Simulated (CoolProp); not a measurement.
n-perfluorohexane along the isotherm 450 K: Z from the reference equation and from simpler models built on Tc = 448.0 K, pc = 17.42 bar, ω = 0.497; each cubic takes its own stable root.

Values from CoolProp's reference Helmholtz-energy equation of state, Gao 2022.

| p (bar) | phase | reference |
|---|---|---|
| 0.551 | gas | 0.9890 |
| 0.858 | gas | 0.9828 |
| 1.34 | gas | 0.9730 |
| 2.08 | gas | 0.9576 |
| 3.24 | gas | 0.9327 |
| 5.04 | gas | 0.8920 |
| 7.85 | gas | 0.8224 |
| 12.2 | gas | 0.6912 |
| 19 | supercritical | 0.2038 |
| 29.6 | supercritical | 0.2515 |
| 46.1 | supercritical | 0.3598 |
| 71.8 | supercritical | 0.5258 |
| 112 | supercritical | 0.7755 |
| 174 | supercritical | 1.144 |

Question: How far does each simpler model (Redlich-Kwong, Peng-Robinson) lie from the reference over these 14 states: mean and median of the absolute difference, and the worst?

Answer: 
- Redlich-Kwong: mean 8.3 %, median 1.7 %, worst +31.1 % at 450 K and 19 bar
- Peng-Robinson: mean 3.9 %, median 0.7 %, worst +23.0 % at 450 K and 19 bar
